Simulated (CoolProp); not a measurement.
The fluid at 293.15 K and 1.86 MPa flows at 8.8 m/s in a round tube of 20 mm bore and 1.5 µm roughness, fully developed (64/Re and Nu = 3.66 if laminar; Colebrook and Gnielinski if turbulent). The same conditions are run with several fluids, on thermodynamics alone (safety and materials aside).

Computed with CoolProp (reference Helmholtz-energy equation of state of each fluid (C2F6 (R116): Lemmon 2006; ethane: Bücker 2006; methane: Setzmann 1991; CF4 (R14): Platzer 1990; oxygen: Schmidt 1985)). The equations of Platzer and Polt are older, rougher fits.

Question: Rank C2F6 (R116), ethane, methane, CF4 (R14), oxygen by Reynolds number, highest first.

Answer: C2F6 (R116) (1670000), CF4 (R14) (705000), ethane (494000), oxygen (211000), methane (197000)

| fluid | Darcy friction factor | pressure drop (Pa/m) | heat-transfer coefficient (W/(m² K)) | mass flow (kg/h) |
|---|---|---|---|---|
| C2F6 (R116) | 0.0125 | 3400 | 1940 | 1400 |
| ethane | 0.0142 | 755 | 937 | 274 |
| methane | 0.0163 | 399 | 582 | 126 |
| CF4 (R14) | 0.0136 | 1900 | 854 | 721 |
| oxygen | 0.0161 | 770 | 463 | 246 |

Transport values come from each fluid's own correlations; those of C2F6 (R116), CF4 (R14) are estimates that may be off by 10 % or more.
